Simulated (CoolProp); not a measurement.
Sulfur dioxide along the isotherm 251.85 °C: density (kg/m³) from the reference equation and from simpler models built on Tc = 157.5 °C, pc = 78.87 bar, ω = 0.256; each cubic takes its own stable root.

Computed with CoolProp (reference Helmholtz-energy equation of state, Gao 2016).

```csv
p (bar),phase,reference,Redlich-Kwong,Soave-Redlich-Kwong
3.03,gas,4.476,4.480,4.476
6.07,gas,9.027,9.041,9.025
9.1,gas,13.62,13.66,13.62
12.1,gas,18.24,18.30,18.23
15.2,gas,23.07,23.16,23.05
18.2,gas,27.82,27.95,27.79
21.2,gas,32.63,32.81,32.59
24.3,gas,37.68,(withheld),37.62
27.3,gas,(withheld),(withheld),42.55
30.3,gas,47.67,48.06,47.55
33.4,gas,52.94,53.43,(withheld)
36.4,gas,(withheld),58.71,57.95
39.4,gas,63.39,64.09,(withheld)
```

### Question
Fill in the missing entries.

### Answer

- 24.3, Redlich-Kwong: 37.92
- 27.3, reference: 42.64
- 27.3, Redlich-Kwong: 42.95
- 33.4, Soave-Redlich-Kwong: 52.80
- 36.4, reference: 58.13
- 39.4, Soave-Redlich-Kwong: 63.17
